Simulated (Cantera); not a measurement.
A Cantera script and its output.

```python
import numpy as np
import cantera as ct

gas = ct.Solution("gri30.yaml")
gas.TPX = 1425, 1600, {'H2': 0.076, 'O2': 1, 'N2': 0.12}
inlet = ct.Reservoir(gas, clone=True)

reactor = ct.IdealGasConstPressureReactor(gas, energy="off", clone=False)
exhaust = ct.Reservoir(gas, clone=True)
tau = [5.8, 2.6, 1.2, 0.52, 0.23, 0.1, 0.047, 0.021, 0.0094, 0.0042, 0.0019][0]
for a, b in ((inlet, reactor), (reactor, exhaust)):
    ct.MassFlowController(a, b, mdot=lambda t: reactor.mass / tau)
net = ct.ReactorNet([reactor])
show = ['H2', 'O2', 'OH', 'H2O2', 'NO', 'H']

rows = []
print(f"{'tau/s':>10s}{'T/K':>9s}" + "".join(f"{s:>11s}" for s in show))
for tau in [5.8, 2.6, 1.2, 0.52, 0.23, 0.1, 0.047, 0.021, 0.0094, 0.0042, 0.0019]:
    net.initial_time = 0.0
    net.advance(30 * tau)
    before = gas.X
    net.advance(40 * tau)
    drift = np.max(np.abs(gas.X - before) / (gas.X + 1e-9))
    rows.append([gas.T, *gas[show].X, drift])
    print(f"{tau:10.3e}{gas.T:9.1f}" + "".join(f"{x:11.3e}" for x in gas[show].X))
```

Result:

```
     tau/s      T/K         H2         O2         OH       H2O2         NO          H
 5.800e+00   1425.0  6.811e-05  8.286e-01  1.561e-03  2.064e-08  2.030e-07  6.351e-05
 2.600e+00   1425.0  1.138e-04  8.274e-01  2.027e-03  2.689e-08  1.718e-07  1.397e-04
 1.200e+00   1425.0  1.848e-04  8.255e-01  2.590e-03  3.398e-08  1.607e-07  2.939e-04
 5.200e-01   1425.0  3.064e-04  8.224e-01  3.341e-03  4.257e-08  1.692e-07  6.386e-04
 2.300e-01   1425.0  4.876e-04  8.178e-01  4.207e-03  5.128e-08  1.930e-07  1.298e-03
 1.000e-01   1425.0  7.494e-04  8.112e-01  5.173e-03  5.951e-08  2.163e-07  2.473e-03
 4.700e-02   1425.0  1.052e-03  8.042e-01  6.028e-03  6.553e-08  2.133e-07  4.004e-03
 2.100e-02   1425.0  1.440e-03  7.969e-01  6.814e-03  7.032e-08  1.721e-07  5.855e-03
 9.400e-03   1425.0  1.951e-03  7.916e-01  7.453e-03  7.452e-08  1.116e-07  7.487e-03
 4.200e-03   1425.0  2.801e-03  7.890e-01  8.066e-03  8.009e-08  6.075e-08  8.714e-03
 1.900e-03   1425.0  4.419e-03  7.890e-01  8.804e-03  8.879e-08  2.959e-08  9.607e-03
```

Model: GRI-Mech 3.0 (53 species, 325 reactions), integrated in Cantera. Radical loss at walls, strong at low pressure, is not modelled. The temperature is held fixed by assumption; the heat of reaction is taken as removed at once.
